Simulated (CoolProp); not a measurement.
Model: reference Helmholtz-energy equation of state, Lemmon 2006, in CoolProp. It is a short technical equation, of lower accuracy than the large ones.

Question: For acetone, give the phase and the cp (kJ/(kg K)), cv (kJ/(kg K)) at 276.85 °C and 0.968 bar; 276.85 °C and 1.56 bar.

Answer: 
- 276.85 °C and 0.968 bar: gas; cp 2.00, cv 1.85
- 276.85 °C and 1.56 bar: gas; cp 2.00, cv 1.85
